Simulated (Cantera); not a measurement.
## Adiabatic ignition

An adiabatic, constant-volume homogeneous reactor starts with CH4 : O2 : N2 = 1 : 1.54 : 5.78 (molar parts), equivalence ratio 1.3, at 1225 K and 3750 Torr.

Cantera simulation using GRI-Mech 3.0 (53 species, 325 reactions); the numbers are that mechanism's predictions, not measurements.

```
t (s)     T (K)  P (bar)     x CH4     x O2     x NO     x CH3    x HCN   x CH2CO      x H2
--------  -----  -------  --------  -------  -------  --------  -------  --------  --------
2.00e-6    1225     5.00     0.120    0.185   <1e-12   1.68e-8   <1e-12    <1e-12  1.18e-10
8.60e-6    1225     5.00     0.120    0.185   <1e-12   7.41e-8   <1e-12    <1e-12  7.13e-10
3.69e-5    1225     5.00     0.120    0.185   <1e-12   3.66e-7   <1e-12    <1e-12   7.26e-9
0.000159   1225     5.00     0.120    0.185   <1e-12   2.64e-6   <1e-12    <1e-12   1.92e-7
0.000682   1225     5.00     0.120    0.185   <1e-12   8.98e-6   <1e-12  1.13e-10   5.06e-6
0.00293    1228     5.01     0.120    0.185   <1e-12   1.50e-5   <1e-12   1.98e-8   7.02e-5
0.0126     2974     13.0  3.31e-12  0.00217  0.00427  1.04e-11  7.86e-8    <1e-12    0.0423
0.0541     2974     13.0  3.31e-12  0.00217  0.00427  1.04e-11  7.86e-8    <1e-12    0.0423
0.233      2974     13.0  3.31e-12  0.00217  0.00427  1.04e-11  7.86e-8    <1e-12    0.0423
1.00       2974     13.0  3.31e-12  0.00217  0.00427  1.04e-11  7.86e-8    <1e-12    0.0423
```
x: mole fraction; the columns are a selection and need not sum to one.

| Item | Value |
|---|---|
| time of steepest temperature rise | 7.87 ms |
| temperature at 1.00 s | 2974 K |
| equilibrium temperature | 2974 K |
| x(CH4) at 1.00 s | 3.31e-12 (gas-phase equilibrium 3.90e-12) |
| x(O2) at 1.00 s | 0.00217 (gas-phase equilibrium 0.00217) |
| x(NO) at 1.00 s | 0.00427 (gas-phase equilibrium 0.00427) |
